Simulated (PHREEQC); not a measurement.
Consider water at 20 °C with 0.011 mol CdCl2, 0.0001 mol KCl and 0.13 mol NiCl2 per kg of water. Closed to the air; pH follows from the charge balance.

Equilibrium calculation in PHREEQC: ion-association model, wateq4f.dat.

### Question
The ionic strength comes out as 0.346 mol/kgw. What activity coefficients do CdCl+, K+, NiOH+, H+, NiCl+ get?

### Answer
CdCl+ 0.73, K+ 0.67, NiOH+ 0.73, H+ 0.78, NiCl+ 0.73.

No solid was allowed to form.
